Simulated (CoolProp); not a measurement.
Properties of carbonyl sulfide along the isotherm 152.95 °C.

The numbers come from the reference Helmholtz-energy equation of state, Lemmon 2006 in CoolProp. It is a short technical equation, of lower accuracy than the large ones.

| p (kPa) | phase | cp (kJ/(kg K)) | isothermal compressibility (1/MPa) | fugacity coefficient |
|---|---|---|---|---|
| 10.1 | gas | 0.7783 | 99.05 | 0.9996 |
| 16.3 | gas | 0.7785 | 61.39 | 0.9994 |
| 26.3 | gas | 0.7788 | 38.06 | 0.9990 |
| 42.5 | gas | 0.7793 | 23.57 | 0.9985 |
| 68.6 | gas | 0.7801 | 14.61 | 0.9975 |
| 111 | gas | 0.7814 | 9.046 | 0.9960 |
| 179 | gas | 0.7834 | 5.623 | 0.9935 |
| 289 | gas | 0.7868 | 3.497 | 0.9895 |
| 467 | gas | 0.7925 | 2.179 | 0.9831 |
| 755 | gas | 0.8021 | 1.363 | 0.9727 |
| 1220 | gas | 0.8187 | 0.8600 | 0.9560 |
| 1970 | gas | 0.8493 | 0.5509 | 0.9293 |
| 3180 | gas | 0.9113 | 0.3633 | 0.8868 |
